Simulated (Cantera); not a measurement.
Input: 1 mol SiH4, 0.83 mol HCl, 11 mol H2, held at 97.5 Torr.

Cantera equilibrium calculation (NASA polynomials, part measured and part estimated; ideal gas, pure solids and liquids). Candidate condensed phases: Si; 19 gas species. The tables' values for SiCl3 are old estimates; treat these amounts as uncertain. Rates play no part.

x: gas mole fraction; n: condensed amount in mol.

```json
[
 {"T (K)": "898", "x H2": "0.980", "x HCl": "0.00420", "x SiCl4": "0.00938", "x SiCl2": "2.44e-5", "x SiHCl3": "0.00609", "x SiCl3": "6.87e-5", "n Si(s)": "0.783"},
 {"T (K)": "948", "x H2": "0.978", "x HCl": "0.00683", "x SiCl4": "0.00889", "x SiCl2": "7.26e-5", "x SiHCl3": "0.00573", "x SiCl3": "0.000138", "n Si(s)": "0.793"},
 {"T (K)": "998", "x H2": "0.975", "x HCl": "0.0105", "x SiCl4": "0.00817", "x SiCl2": "0.000190", "x SiHCl3": "[?]", "x SiCl3": "0.000251", "n Si(s)": "0.805"},
 {"T (K)": "1048", "x H2": "0.972", "x HCl": "0.0151", "x SiCl4": "0.00717", "x SiCl2": "0.000440", "x SiHCl3": "[?]", "x SiCl3": "0.000415", "n Si(s)": "0.821"},
 {"T (K)": "1098", "x H2": "0.967", "x HCl": "0.0208", "x SiCl4": "0.00589", "x SiCl2": "0.000906", "x SiHCl3": "[?]", "x SiCl3": "0.000616", "n Si(s)": "0.839"},
 {"T (K)": "1148", "x H2": "0.963", "x HCl": "0.0270", "x SiCl4": "0.00443", "x SiCl2": "0.00166", "x SiHCl3": "[?]", "x SiCl3": "0.000815", "n Si(s)": "0.858"},
 {"T (K)": "1198", "x H2": "0.958", "x HCl": "0.0330", "x SiCl4": "0.00295", "x SiCl2": "0.00268", "x SiHCl3": "[?]", "x SiCl3": "0.000945", "n Si(s)": "0.875"},
 {"T (K)": "1248", "x H2": "0.954", "x HCl": "0.0380", "x SiCl4": "0.00171", "x SiCl2": "0.00381", "x SiHCl3": "[?]", "x SiCl3": "0.000950", "n Si(s)": "0.888"},
 {"T (K)": "1298", "x H2": "0.951", "x HCl": "0.0415", "x SiCl4": "0.000868", "x SiCl2": "0.00483", "x SiHCl3": "[?]", "x SiCl3": "0.000838", "n Si(s)": "0.896"},
 {"T (K)": "1348", "x H2": "0.949", "x HCl": "0.0436", "x SiCl4": "0.000404", "x SiCl2": "0.00561", "x SiHCl3": "[?]", "x SiCl3": "0.000672", "n Si(s)": "0.899"},
 {"T (K)": "1398", "x H2": "0.948", "x HCl": "0.0445", "x SiCl4": "0.000182", "x SiCl2": "0.00616", "x SiHCl3": "[?]", "x SiCl3": "0.000513", "n Si(s)": "0.901"},
 {"T (K)": "1448", "x H2": "0.948", "x HCl": "0.0449", "x SiCl4": "8.28e-5", "x SiCl2": "0.00655", "x SiHCl3": "[?]", "x SiCl3": "0.000384", "n Si(s)": "0.900"}
]
```

Problem. What belongs in the gaps?

Solution. 
- 998, x SiHCl3: 0.00528
- 1048, x SiHCl3: 0.00470
- 1098, x SiHCl3: 0.00399
- 1148, x SiHCl3: 0.00317
- 1198, x SiHCl3: 0.00230
- 1248, x SiHCl3: 0.00151
- 1298, x SiHCl3: 0.000897
- 1348, x SiHCl3: 0.000500
- 1398, x SiHCl3: 0.000272
- 1448, x SiHCl3: 0.000149
